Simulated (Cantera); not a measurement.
What does this Cantera script print?

```python
import numpy as np
import cantera as ct

gas_names = """
    H HNO HNO2 HNO3 HO2 H2 H2O H2O2 H2S H2SO4 N NH NH2 NH3 NH2OH NO NO2 NO3 N2 N2H2 N2H4 N2O O OH O2 O3
    S SH SN SO SO2 SO3 S2 S2O S8
""".split()
cond_names = """
    H2O(s) H2O(L) H2SO4(L) S(cr1) S(cr2) S(L)
""".split()


# ... load() reads the species with a 1 bar reference pressure and builds the phases ...
atoms = {
    'SO2': {'S': 1, 'O': 2},
    'H2': {'H': 2},
    'N2': {'N': 2},
}
top_T = {}  # K; cautious upper limits of use, not melting points


# ... equilibrate(T, P, feed) seeds the gas with the atoms and calls Mixture.equilibrate('TP', solver="vcs", rtol=1e-11, max_steps=5000) ...
results = []
P = 17000000  # Pa
for T in [775, 875, 975, 1075, 1175, 1275, 1375, 1475, 1575]:
    for m in [0.43, 0.53, 0.66, 0.82, 1, 1.3, 1.6, 2, 2.4, 3]:
        feed = {'SO2': 1, 'H2': m, 'N2': 2.2}  # mol
        mix = equilibrate(T, P, feed)
        results.append((T, P, feed, dict(zip(mix.species_names, mix.species_moles))))

for T, P, feed, n in results:
    print(f"{T:7g} {feed['H2']:10.4g}  " + (" + ".join(c for c in cond_names if n.get(c, 0) > 1e-12) or "gas only"))
```

Output:

```
    775       0.43  S(L)
    775       0.53  S(L)
    775       0.66  S(L)
    775       0.82  S(L)
    775          1  S(L)
    775        1.3  S(L)
    775        1.6  S(L)
    775          2  S(L)
    775        2.4  S(L)
    775          3  gas only
    875       0.43  gas only
    875       0.53  S(L)
    875       0.66  S(L)
    875       0.82  S(L)
    875          1  S(L)
    875        1.3  S(L)
    875        1.6  S(L)
    875          2  S(L)
    875        2.4  S(L)
    875          3  gas only
    975       0.43  gas only
    975       0.53  gas only
    975       0.66  gas only
    975       0.82  gas only
    975          1  gas only
    975        1.3  gas only
    975        1.6  gas only
    975          2  gas only
    975        2.4  gas only
    975          3  gas only
   1075       0.43  gas only
   1075       0.53  gas only
   1075       0.66  gas only
   1075       0.82  gas only
   1075          1  gas only
   1075        1.3  gas only
   1075        1.6  gas only
   1075          2  gas only
   1075        2.4  gas only
   1075          3  gas only
   1175       0.43  gas only
   1175       0.53  gas only
   1175       0.66  gas only
   1175       0.82  gas only
   1175          1  gas only
   1175        1.3  gas only
   1175        1.6  gas only
   1175          2  gas only
   1175        2.4  gas only
   1175          3  gas only
   1275       0.43  gas only
   1275       0.53  gas only
   1275       0.66  gas only
   1275       0.82  gas only
   1275          1  gas only
   1275        1.3  gas only
   1275        1.6  gas only
   1275          2  gas only
   1275        2.4  gas only
   1275          3  gas only
   1375       0.43  gas only
   1375       0.53  gas only
   1375       0.66  gas only
   1375       0.82  gas only
   1375          1  gas only
   1375        1.3  gas only
   1375        1.6  gas only
   1375          2  gas only
   1375        2.4  gas only
   1375          3  gas only
   1475       0.43  gas only
   1475       0.53  gas only
   1475       0.66  gas only
   1475       0.82  gas only
   1475          1  gas only
   1475        1.3  gas only
   1475        1.6  gas only
   1475          2  gas only
   1475        2.4  gas only
   1475          3  gas only
   1575       0.43  gas only
   1575       0.53  gas only
   1575       0.66  gas only
   1575       0.82  gas only
   1575          1  gas only
   1575        1.3  gas only
   1575        1.6  gas only
   1575          2  gas only
   1575        2.4  gas only
   1575          3  gas only
```

These are equilibrium values from Cantera (NASA tables, ideal gas, pure condensed phases), not measurements of a reactor. The ideal-gas law is rough above about 30 bar.
